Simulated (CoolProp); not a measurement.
A simple Rankine cycle with R245fa: condensing at 293.15 K, boiler at 1.52 MPa, turbine inlet 386.7 K, turbine efficiency 0.75, pump efficiency 0.8, no recuperator. Each further row changes one setting.

Model: reference Helmholtz-energy equation of state, Akasaka 2015, in CoolProp.

```
case                             thermal efficiency (%)  net work (kJ/kg)  heat in (kJ/kg)  turbine exit temperature (K)  volume ratio over the turbine
-------------------------------  ----------------------  ----------------  ---------------  ----------------------------  -----------------------------
as stated                                          13.3              34.6              260                         327.1                           13.7
turbine inlet 406.7 K                              13.4              38.1              285                         350.2                           13.0
condensing temperature 285.15 K                    14.5              39.1              270                         321.5                           18.6
boiler pressure 1.06 MPa                           11.9              31.9              269                         340.1                           8.81
turbine efficiency 0.65                            11.5              29.8              260                         332.2                           13.9
```
